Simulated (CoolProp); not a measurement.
Vapour-liquid equilibrium of CH2F2 (R32) (1) + propylene (2) at 1.43 MPa; x and y are mole fractions of (1).

The numbers come from the multi-fluid Helmholtz-energy mixture model, Tillner-Roth 1997 and Lemmon 2013; pair parameters Bell 2016 in CoolProp.

### Question
Give the bubble temperature and the first vapour's composition at x = 0.05, 0.35, 0.95. Is there an azeotrope?

### Answer
x = 0.05: 302.2 K, y = 0.126; x = 0.35: 288.8 K, y = 0.492; x = 0.95: 289.9 K, y = 0.910. y crosses x between x = 0.65 and 0.75: the model has an azeotrope there.

Pair parameters are fitted to limited data, so mixtures are less certain than the pure fluids.
